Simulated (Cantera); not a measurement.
An isothermal, constant-pressure homogeneous reactor starts with CH4 : H2O = 1 : 4.6 (molar parts), at 1350 K and 5.50 bar.

Detailed kinetics in Cantera: GRI-Mech 3.0 (53 species, 325 reactions).

**Question.** Predict: x(CH4) at 3.00 s; x(H2O) at 3.00 s; x(CH2CO) at 3.00 s; x(C2H2) at 3.00 s; x(H2) at 3.00 s.

**Answer.** 
| Property | Result |
|---|---|
| x(CH4) at 3.00 s | 0.121 (gas-phase equilibrium 1.68e-5) |
| x(H2O) at 3.00 s | 0.779 (gas-phase equilibrium 0.430) |
| x(CH2CO) at 3.00 s | 1.24e-5 (gas-phase equilibrium 1.66e-11) |
| x(C2H2) at 3.00 s | 0.0139 (gas-phase equilibrium 4.21e-12) |
| x(H2) at 3.00 s | 0.0728 (gas-phase equilibrium 0.438) |
